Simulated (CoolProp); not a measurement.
A closed Brayton cycle with nitrogen: compressor inlet 324.15 K and 4.1 MPa, high pressure 8.17 MPa, turbine inlet 835 K, compressor efficiency 0.8, turbine efficiency 0.9, recuperator effectiveness 0.9 (on enthalpy, no pinch check). Each further row changes one setting.

Computed with CoolProp (reference Helmholtz-energy equation of state, Span 2000).

```csv
case,thermal efficiency (%),net work (kJ/kg),compressor to turbine work,compressor exit (K),turbine exit (K)
as stated,28.3,50.7,0.65,413.0,708.8
turbine inlet 785 K,25.4,42.1,0.69,413.0,665.1
compressor inlet 334.15 K,26.9,47.7,0.67,425.6,708.8
high pressure 6.94 MPa,28.1,42.8,0.62,390.3,736.9
recuperator effectiveness 0.5,16.5,50.7,0.65,413.0,708.8
```
